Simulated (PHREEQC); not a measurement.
## Leach liquor: an equilibrium model

Solution (56 °C): 1.3 mmol/kgw H2SO4, 40 mmol/kgw CuSO4 and 0.23 mmol/kgw Fe2(SO4)3. Closed to the air; pH follows from the charge balance.

Equilibrium calculation in PHREEQC: ion-association model, phreeqc.dat.

```json
{
  "pH": "3.08",
  "ionic_strength": "0.0918 mol/kgw",
  "specific_conductance": "8200 µS/cm",
  "density": "0.992 g/cm³",
  "total_alkalinity": "-3.52 meq/kg"
}
```

| species | molality | activity | log γ |
|---|---|---|---|
| Cu+2 | 0.0226 | 0.00881 | -0.408 |
| SO4-2 | 0.0224 | 0.00815 | -0.439 |
| CuSO4 | 0.0174 | 0.0178 | 0.009 |
| HSO4- | 0.00182 | 0.00141 | -0.111 |
| H+ | 0.00102 | 0.000839 | -0.086 |
| FeSO4+ | 0.000227 | 0.000177 | -0.109 |
| FeOH+2 | 0.000116 | 4.26e-5 | -0.436 |

No solid was allowed to form. Examples of supersaturated solids here: Hematite (slow to form), Goethite (slow to form). Others may be too. Away from 25 °C the constants follow the database's enthalpies or fits; those with neither stay at their 25 °C values.
